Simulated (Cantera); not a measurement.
An adiabatic, constant-volume homogeneous reactor starts with CH4 : C2H6 : O2 : N2 : CO2 = 1 : 0.045 : 1.14 : 9.08 : 0.29 (molar parts), equivalence ratio 1.9, at 1500 K and 1000000 Pa. Integrator tolerance rtol = 1e-08.

Model: GRI-Mech 3.0 (53 species, 325 reactions), integrated in Cantera.

Question: What does this change do: 0.027 parts H2 added?

Answer: 
```tsv
quantity	before	after
time of steepest temperature rise	0.249 ms	0.226 ms
temperature at 3.00 s	2407 K	2406 K
equilibrium temperature	2407 K	2406 K
x(CH4) at 3.00 s	5.03e-10 (gas-phase equilibrium 5.60e-10)	5.41e-10 (gas-phase equilibrium 6.03e-10)
x(C2H6) at 3.00 s	<1e-12 (gas-phase equilibrium <1e-12)	<1e-12 (gas-phase equilibrium <1e-12)
x(O2) at 3.00 s	1.46e-6 (gas-phase equilibrium 1.46e-6)	1.38e-6 (gas-phase equilibrium 1.38e-6)
x(C2H) at 3.00 s	<1e-12 (gas-phase equilibrium <1e-12)	<1e-12 (gas-phase equilibrium <1e-12)
x(C2H4) at 3.00 s	<1e-12 (gas-phase equilibrium <1e-12)	<1e-12 (gas-phase equilibrium <1e-12)
x(CH2CO) at 3.00 s	1.08e-12 (gas-phase equilibrium 1.19e-12)	1.13e-12 (gas-phase equilibrium 1.25e-12)
```
